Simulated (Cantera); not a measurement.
Input: 1 mol Fe(CO)5, 0.2 mol O2, 3.4 mol H2, held at 873 K and 33.0 Pa.

Cantera equilibrium calculation (NASA polynomials, part measured and part estimated; ideal gas, pure solids and liquids). Candidate condensed phases: C, C6H6, C7H8, C8H18, Fe, Fe(CO)5, FeO, Fe(OH)2, Fe(OH)3, Fe2O3, Fe3O4, H2O; 114 gas species. Kinetics and transport are ignored.

Base state: CO 0.558, H2 0.395, CO2 0.0376, H2O 0.00999 (mole fractions); condensed: Fe(α).

Question: What changes in the equilibrium state with this change: Fe(CO)5 replaced by Pb?

Answer: 
```json
[
 {"species": "H2", "before": "0.395", "after": "0.881"},
 {"species": "H2O", "before": "0.00999", "after": "0.117"},
 {"species": "Pb", "before": "0", "after": "0.00193"},
 {"species": "CO", "before": "0.558", "after": "0"},
 {"species": "CO2", "before": "0.0376", "after": "0"},
 {"species": "Fe(α), mol", "before": "1.00", "after": "0"},
 {"species": "Pb(l), mol", "before": "0", "after": "0.993"}
]
```
Further candidate phases: Pb, PbO, PbO2, Pb3O4.
